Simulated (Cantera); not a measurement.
Input: 1 mol CuO, 7.7 mol C, 0.013 mol CO, at 1998 K and 0.203 Torr.

These are equilibrium values from Cantera (NASA tables, ideal gas, pure condensed phases), not measurements of a reactor. Candidate condensed phases: C, Cu, CuO, Cu₂O; 15 gas species. Kinetics and transport are ignored.

Base state: CO 0.503, Cu 0.497, Cu₂ 6.47e-5 (mole fractions); condensed: C(graphite).

Q: What changes in the equilibrium state with this change: pressure from 0.203 Torr to 165 Torr?

A: 
```
species            before    after
----------------  -------  -------
CO                  0.503    0.981
Cu                  0.497   0.0192
Cu₂               6.47e-5  7.88e-5
C(graphite), mol     6.70     6.70
Cu(l), mol              0    0.980
```
